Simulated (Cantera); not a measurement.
An isothermal, constant-pressure homogeneous reactor starts with CH₄ : CO₂ : H₂ = 1 : 0.44 : 0.6 (molar parts), at 1450 K and 60000 Pa.

Detailed kinetics in Cantera: GRI-Mech 3.0 (53 species, 325 reactions). GRI-Mech 3.0 stops at C3 and has no aromatics, soot or wall deposition, so with more carbon than oxygen in the feed, carbon stays in small species such as C2H2 where larger ones or solid carbon would form.

x: mole fraction; the columns are a selection and need not sum to one.

```
t (s)     x CH₄   x CO₂   x H₂     x O    x C₂H₆
--------  -----  ------  -----  ------  --------
0.000100  0.490   0.216  0.294  <1e-12         …
0.000203  0.490   0.216  0.294  <1e-12         …
0.000412  0.490   0.216  0.294  <1e-12         …
0.000835  0.490   0.216  0.294  <1e-12         …
0.00169   0.490   0.216  0.294  <1e-12         …
0.00344   0.490   0.216  0.294  <1e-12         …
0.00697   0.489   0.215  0.294  <1e-12         …
0.0141    0.488   0.215  0.295  <1e-12  0.000320
0.0287    0.485   0.213  0.296  <1e-12  0.000343
0.0582    0.480   0.211  0.298  <1e-12  0.000340
0.118     0.469   0.205  0.302  <1e-12  0.000327
0.240     0.447   0.194  0.312  <1e-12  0.000302
0.486     0.408   0.173  0.328  <1e-12         …
0.986     0.344   0.136  0.352  <1e-12         …
2.00      0.256  0.0834  0.383  <1e-12         …
```

### Question
Some entries are withheld; supply them.

### Answer

- 0.000100, x C₂H₆: 6.51e-8
- 0.000203, x C₂H₆: 5.18e-7
- 0.000412, x C₂H₆: 3.65e-6
- 0.000835, x C₂H₆: 1.87e-5
- 0.00169, x C₂H₆: 5.97e-5
- 0.00344, x C₂H₆: 0.000134
- 0.00697, x C₂H₆: 0.000236
- 0.486, x C₂H₆: 0.000258
- 0.986, x C₂H₆: 0.000198
- 2.00, x C₂H₆: 0.000130
